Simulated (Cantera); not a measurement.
# Aluminium nitride and oxide growth: AlCl₃ + NH₃ + H₂

Input: 1 mol AlCl₃, 56 mol NH₃, 720 mol H₂, equilibrated at 15.0 Pa.

These are equilibrium values from Cantera (NASA tables, ideal gas, pure condensed phases), not measurements of a reactor. Candidate condensed phases: Al, AlCl₃, AlN, NH₄Cl; 20 gas species. Kinetics and transport are ignored.

From 848 K to 1248 K the condensed part is AlN(s). From 1348 K to 1448 K nothing is condensed. The main Al-bearing gas is AlCl₃ at 848 K and AlCl at 1448 K.

```csv
T (K),log p H₂,log p N₂,log p HCl,log p AlCl,log p H,log p AlCl₂,log p AlCl₃,n AlN(s)
848,-3.84,-5.31,-6.27,-14.33,-12.64,-13.32,-9.50,0.998
948,-3.84,-5.31,-6.27,-12.01,-11.20,-11.89,-9.41,0.998
1048,-3.84,-5.31,-6.27,-10.15,-10.03,-10.73,-9.34,0.997
1148,-3.84,-5.31,-6.27,-8.62,-9.06,-9.78,-9.28,0.983
1248,-3.84,-5.30,-6.31,-7.37,-8.25,-9.05,-9.34,0.756
1348,-3.84,-5.30,-6.45,-6.75,-7.56,-8.98,-10.04,0
1448,-3.84,-5.30,-6.44,-6.75,-6.96,-9.33,-10.93,0
```
log p: log10 of the partial pressure in bar; n: condensed amount in mol.
